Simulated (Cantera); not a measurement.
## Premixed flame

A freely propagating, adiabatic, planar premixed flame of 38.2 % CO, 1.26 % H₂, 13.1 % O₂, 47.4 % N₂, equivalence ratio 1.5, unburnt at 450 K and 0.133 bar; multicomponent+Soret transport, grid criteria slope 0.08 and curve 0.16, no radiation.

Model: GRI-Mech 3.0 (53 species, 325 reactions), integrated in Cantera. Burning velocities carry a grid error of a few per cent, more on coarse grids.

```
z (mm)  T (K)  u (m/s)   x CO      x H₂    x O₂      x O       x H      x NO
------  -----  -------  -----  --------  ------  -------  --------  --------
-34.5     450    0.862  0.382    0.0126   0.131    <1e-8     <1e-8     <1e-8
-23.0     450    0.862  0.382    0.0126   0.131    <1e-8     <1e-8     <1e-8
-17.3     450    0.862  0.382    0.0126   0.131    <1e-8     <1e-8     <1e-8
-11.5     450    0.862  0.382    0.0126   0.131    <1e-8     <1e-8     <1e-8
-5.75     451    0.863  0.382    0.0122   0.131  6.73e-8   1.32e-7     <1e-8
-2.88     559     1.07  0.377    0.0108   0.128  4.35e-5  0.000431   1.05e-8
0        1011     1.90  0.329   0.00428  0.0981  0.00807   0.00978   1.03e-6
2.88     1323     2.42  0.260  0.000632  0.0503   0.0298    0.0181   8.05e-6
5.75     1475     2.66  0.233  0.000602  0.0350   0.0329    0.0191   1.83e-5
11.5     1632     2.91  0.223  0.000946  0.0319   0.0264    0.0163   3.44e-5
23.0     1799     3.17  0.216   0.00130  0.0297   0.0189    0.0117   5.64e-5
46.0     1966     3.42  0.206   0.00145  0.0257   0.0127   0.00757   9.94e-5
92.0     2120     3.65  0.194   0.00142  0.0204  0.00796   0.00464  0.000235
```
x: mole fraction of selected species; z is measured from the peak of heat release.

The laminar burning velocity comes out as 86.2 cm/s, the thermal thickness comes out as 11.5 mm and the peak x(O) is 0.0333. The peak x(H) is 0.0193. The grid points is 143.
